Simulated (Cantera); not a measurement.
V2O3 + H2 + N2 (hydrogen reduction and annealing atmospheres)

Charge: 1 mol V2O3, 0.53 mol H2, 26 mol N2.

Equilibrium computed with Cantera from the NASA thermochemical tables; the gas is ideal and each condensed phase is pure. Candidate condensed phases: H2O, V, VN, VO, V2O3, V2O4, V2O5; 28 gas species. Mutual solubility and eutectic melting of coexisting phases are not modelled. VN, VO: taken at fixed stoichiometry. Condensed phases not in the tables: the oxides between V2O3 and V2O5 other than VO2, solid solutions among these carbides, nitrides and lower oxides, V2N. The numbers say what is thermodynamically allowed, not how fast it happens.

Stable condensed phases:

```
T in °C \ P in Pa
              10      42     180     750    3200   13000   56000  240000 1000000
   1327        A       A       A       A       A       A       B       B       B
   1277        A       A       A       A       A       B       B       B       B
   1227        A       A       A       A       A       B       B       B       B
   1177        A       A       A       A       B       B       B       B       B
   1127        A       A       A       B       B       B       B       B       B
   1077        A       A       A       B       B       B       B       B       B
   1027        A       A       B       B       B       B       B       B       B
    977        A       B       B       B       B       B       B       B       B
    927        A       B       B       B       B       B       B       B       B
    877        C       B       B       B       B       B       B       B       B
    827        C       B       B       B       B       B       B       B       B
    777        C       B       B       B       B       B       B       B       B
```

A: VO + V2O3; B: VN + V2O3; C: V2O3.
